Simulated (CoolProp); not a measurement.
Computed with CoolProp (reference Helmholtz-energy equation of state, Lemmon 2006). It is a short technical equation, of lower accuracy than the large ones.

Give the vapour pressure (kPa), liquid density (kg/m³), vapour Z of saturated isohexane at 264.6, 321.2, 453.3 K.


| T (K) | p (kPa) | liquid density (kg/m³) | vapour Z |
|---|---|---|---|
| 264.6 | 5.70 | 679 | 0.994 |
| 321.2 | 67.6 | 627 | 0.963 |
| 453.3 | 1540 | 460 | 0.667 |
